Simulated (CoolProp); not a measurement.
A single-stage vapour-compression cycle with toluene: evaporating at 326.15 K (dew point), condensing at 393.15 K (bubble point), superheat 5 K, subcooling 0 K, compressor efficiency 0.6, no pressure losses. Each further row changes one setting.

Computed with CoolProp (reference Helmholtz-energy equation of state, Lemmon 2006). It is a short technical equation, of lower accuracy than the large ones.

```csv
case,cooling COP,pressure ratio,discharge temperature (K),refrigerating effect (kJ/kg),volumetric capacity (kJ/m³)
as stated,2.33,9.42,417.1,274,129
evaporating temperature 331.15 K,(withheld),7.67,414.6,280,160
condensing temperature 388.15 K,2.58,8.22,(withheld),284,134
subcooling 5 K,(withheld),9.42,417.1,284,134
superheat 15 K,2.36,9.42,427.2,(withheld),131
compressor efficiency 0.5,(withheld),9.42,(withheld),274,129
```

### Question
Some entries are withheld; supply them.

### Answer

- evaporating temperature 331.15 K, cooling COP: 2.60
- condensing temperature 388.15 K, discharge temperature (K): 412.0
- subcooling 5 K, cooling COP: 2.41
- superheat 15 K, refrigerating effect (kJ/kg): 287
- compressor efficiency 0.5, cooling COP: 1.94
- compressor efficiency 0.5, discharge temperature (K): 431.5
